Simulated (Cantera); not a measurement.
An adiabatic, constant-pressure homogeneous reactor starts with H2 : O2 : N2 = 1 : 0.893 : 3.36 (molar parts), equivalence ratio 0.56, at 1325 K and 1.00 bar. Integrator tolerance rtol = 1e-08.

Detailed kinetics in Cantera: the H2/O2 subset of GRI-Mech 3.0, which has no nitrogen chemistry.

Q: What does this change do: initial temperature 1325 to 1550 K?

A: 
```
quantity                                                            before                                    after
---------------------------------  ---------------------------------------  ---------------------------------------
time of steepest temperature rise                                  26.1 µs                                  11.9 µs
temperature at 2.00 s                                               2521 K                                   2644 K
equilibrium temperature                                             2521 K                                   2644 K
x(H2) at 2.00 s                    0.00461 (gas-phase equilibrium 0.00461)  0.00775 (gas-phase equilibrium 0.00775)
x(O2) at 2.00 s                      0.0781 (gas-phase equilibrium 0.0781)    0.0764 (gas-phase equilibrium 0.0764)
x(H2O2) at 2.00 s                  4.01e-7 (gas-phase equilibrium 4.01e-7)  4.84e-7 (gas-phase equilibrium 4.84e-7)
x(OH) at 2.00 s                      0.0169 (gas-phase equilibrium 0.0169)    0.0234 (gas-phase equilibrium 0.0234)
x(O) at 2.00 s                     0.00452 (gas-phase equilibrium 0.00452)  0.00787 (gas-phase equilibrium 0.00787)
x(H) at 2.00 s                     0.00189 (gas-phase equilibrium 0.00189)  0.00405 (gas-phase equilibrium 0.00405)
```
